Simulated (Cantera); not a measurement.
A closed system holds: 1 mol SiC, 0.11 mol N2O, 81 mol N2, 2.6 mol H2O, held at 1500 °C.

Method: chemical equilibrium by Gibbs-energy minimisation in Cantera with the NASA 1993 tables (ideal gas, pure condensed phases). Candidate condensed phases: C, C6H6, C7H8, C8H18, H2O, Si, SiC, SiO2, Si2N2O, Si3N4; 151 gas species. Mutual solubility and eutectic melting of coexisting phases are not modelled. The tables hold silica as quartz up to 1696 K and as liquid above; real silica turns to tridymite and cristobalite and melts near 1996 K. Kinetics and transport are ignored.

What share of the Si ends up in condensed phases as a function of P (Pa), at 0.100, 2.50, 63, 1600, 40000, 1000000?


```csv
P (Pa),Si condensed (%),as
0.100,0.0,-
2.50,0.0,-
63,20.0,SiO2(condensed)
1600,65.5,SiO2(condensed)
40000,70.7,SiO2(condensed)
1000000,99.6,SiO2(condensed) + Si2N2O(s)
```
